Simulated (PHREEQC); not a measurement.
Dissolve 0.0079 mol/kgw Cu(NO3)2, 0.19 mol/kgw H2SO4 and 0.00087 mol/kgw H3BO3 at 21 °C. Closed to the air; pH follows from the charge balance.

All values are PHREEQC results (ion-association model, phreeqc.dat), not measurements.

Q: The ionic strength comes out as 0.266 mol/kgw. What activity coefficients do NO3-, HSO4-, SO4-2, H+, Cu+2 get?

A: NO3- 0.67, HSO4- 0.74, SO4-2 0.26, H+ 0.79, Cu+2 0.30.

Precipitation was switched off in this run. Complexes and solids missing from the database can't appear.
